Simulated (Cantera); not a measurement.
Charge: 1 mol SiO₂, 55 mol H₂, 13 mol N₂, at 1800 K and 75.0 Torr.

These are equilibrium values from Cantera (NASA tables, ideal gas, pure condensed phases), not measurements of a reactor. Candidate condensed phases: H₂O, Si, SiO₂, Si₂N₂O, Si₃N₄; 35 gas species. The tables hold silica as quartz up to 1696 K and as liquid above; real silica turns to tridymite and cristobalite and melts near 1996 K. Equilibrium is a limit: real reactors are often held back by kinetics, nucleation or transport.

Problem. What is the equilibrium state?

Solution. 
```
Item                                  Value
--------------------------------  ---------
x(H₂)                                 0.800
x(N₂)                                 0.190
x(SiO)                              0.00419
x(H₂O)                              0.00419
x(H)                                0.00101
n(SiO₂(condensed))                0.714 mol
gas amount                        68.32 mol
log10 activity of Si(l) (absent)      -4.00
```
